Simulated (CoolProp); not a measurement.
Vapour-liquid equilibrium of benzene (1) + ethylbenzene (2) at 408.1 K; x and y are mole fractions of (1).

Model: multi-fluid Helmholtz-energy mixture model, Thol 2012 and Zhou 2012; pair parameters Bell 2016, in CoolProp.

Task: Give the bubble pressure and the first vapour's composition at x = 0.2, 0.725, 0.875. Is there an azeotrope?

Result: x = 0.2: 151.7 kPa, y = 0.473; x = 0.725: 322.5 kPa, y = 0.915; x = 0.875: 377.3 kPa, y = 0.968. No azeotrope shows between x = 0.05 and 0.95.

The pair parameters rest on a limited set of measurements; away from them the model extrapolates.
